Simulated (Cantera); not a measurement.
What does this Cantera script print?

```python
import numpy as np
import cantera as ct

gas_names = [...]  # 109 gases of nasa_gas.yaml made of C, Cl, H, Si
cond_names = """
    C(gr) C6H6(L) C7H8(L) C8H18(L),n-octa Si(cr) Si(L) SiC(b)
""".split()


# ... load() reads the species with a 1 bar reference pressure and builds the phases ...
atoms = {
    'SiHCl3': {'Si': 1, 'H': 1, 'CL': 3},
    'C2H2': {'C': 2, 'H': 2},
    'H2': {'H': 2},
}
top_T = {'C(gr)': 4500, 'SiC(b)': 3050}  # K; cautious upper limits of use, not melting points


# ... equilibrate(T, P, feed) seeds the gas with the atoms and calls Mixture.equilibrate('TP', solver="vcs", rtol=1e-11, max_steps=5000) ...
results = []
feed = {'SiHCl3': 1, 'C2H2': 0.28, 'H2': 1700}  # mol
T = 1575  # K
P = 133.322  # Pa
mix = equilibrate(T, P, feed)
results.append((T, P, feed, dict(zip(mix.species_names, mix.species_moles))))
x = sorted(zip(gas.X, gas.species_names), reverse=True)
print(f"T = {T:g} K  P = {P:g} Pa  gas = {mix.phase_moles(0):.4g} mol")
print("   x: " + "  ".join(f"{s} {v:.3e}" for v, s in x if v > 1e-05))
print("   condensed (mol): " + ("  ".join(f"{mix.phase(i).name} {mix.phase_moles(i):.4g}"
      for i in range(1, mix.n_phases) if mix.phase_moles(i) > 1e-12) or "none"))
```

Result:

```
T = 1575 K  P = 133.322 Pa  gas = 1703 mol
   x: H2 9.971e-01  HCL 1.738e-03  H 1.136e-03  Si 4.306e-05  SiCL2 1.027e-05
   condensed (mol): Si(cr) 0.334  SiC(b) 0.5598
```

Equilibrium computed with Cantera from the NASA thermochemical tables; the gas is ideal and each condensed phase is pure. Mutual solubility and eutectic melting of coexisting phases are not modelled.
